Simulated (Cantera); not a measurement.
Charge: 1 mol SiO2, 0.098 mol Si, 7.3 mol H2, held at 2075 K and 0.750 bar.

Cantera equilibrium calculation (NASA polynomials, part measured and part estimated; ideal gas, pure solids and liquids). Candidate condensed phases: H2O, Si, SiO2; 18 gas species. The tables hold silica as quartz up to 1696 K and as liquid above; real silica turns to tridymite and cristobalite and melts near 1996 K. Rates play no part.

Base state: H2 0.955, SiO 0.0342, H2O 0.00827, H 0.00300 (mole fractions); condensed: SiO2(l).

Question: What changes in the equilibrium state with this change: temperature from 2075 K to 1725 K?

Answer: 
```tsv
species	before	after
H2	0.955	0.977
SiO	0.0342	0.0230
H	0.00300	0.000212
H2O	0.00827	2.69e-5
SiH2	2.59e-7	1.68e-5
SiO2(l), mol	0.839	0
Si(l), mol	0	0.0120
SiO2(condensed), mol	0	0.914
```
Each liquid is taken as pure. Mutual solubility and eutectic melting of coexisting phases are not modelled. Gases not in the tables: Si2H6 and higher silanes.
